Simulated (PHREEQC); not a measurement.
Consider water at 25 °C with 0.00046 mol Na2S, 3.7e-06 mol NaHCO3 and 0.00075 mol MnCl2 per kg of water. Closed to the air; pH follows from the charge balance.

Model: ion-association model, wateq4f.dat, run in PHREEQC.

```
Item                       Result
----------------  ---------------
pH                          10.32
ionic strength    0.00269 mol/kgw
total alkalinity     0.924 meq/kg
```

```csv
species,molality,activity,log γ
Cl-,0.00150,0.00141,-0.025
Na+,0.000924,0.000873,-0.025
Mn+2,0.000511,0.000409,-0.096
HS-,0.000458,0.000433,-0.025
MnOH+,0.000233,0.000220,-0.024
OH-,0.000222,0.000210,-0.025
MnCO3,3.45e-6,3.45e-6,0.000
```

This is a speciation only: nothing precipitates in the calculation. Saturation is exceeded, for instance for Pyrochroite, Rhodochrosite; the values hold only as long as no solid forms. Complexes and solids missing from the database can't appear. The polysulfide entries of wateq4f.dat were taken out for this run.
